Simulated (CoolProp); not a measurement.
Vapour pressure (MPa) of propyne: the reference equation beside estimates from Tc = 402.7 K, pc = 5.658 MPa, ω = 0.204. Clausius-Clapeyron is anchored at 339.4 K with a constant enthalpy of vaporisation of 15.72 kJ/mol.

Values from CoolProp's reference Helmholtz-energy equation of state, Polt 1992. This equation is an older, rougher fit; its heat capacities, sound speeds and derivatives of the liquid may be far off and weren't checked against measurements.

```csv
T (K),reference,Lee-Kesler,Clausius-Clapeyron,van der Waals,Redlich-Kwong,Soave-Redlich-Kwong,Peng-Robinson
284,0.3794,0.3793,0.5618,1.178,0.5267,0.3791,0.3777
297.8,0.5766,0.5830,0.7648,1.492,0.7733,0.5833,0.5786
311.7,0.8470,0.8609,1.015,1.858,1.095,0.8634,0.8541
325.6,1.205,1.226,1.315,2.278,1.500,1.233,1.218
339.4,1.665,1.688,1.665,2.748,1.993,1.704,1.683
353.3,2.251,2.273,2.073,3.279,2.591,2.300,2.274
367.1,2.974,2.989,2.535,3.865,3.293,3.028,2.999
381,3.866,3.873,3.059,4.516,4.118,3.917,3.891
394.9,4.948,4.952,3.643,5.229,5.067,4.979,4.965
```

Absolute difference from the reference over all 9 rows, mean and median: Lee-Kesler 0.8 and 1.0 %, Clausius-Clapeyron 20.0 and 19.8 %, van der Waals 82.3 and 65.0 %, Redlich-Kwong 20.1 and 19.7 %, Soave-Redlich-Kwong 1.5 and 1.8 %, Peng-Robinson 0.7 and 0.8 %.
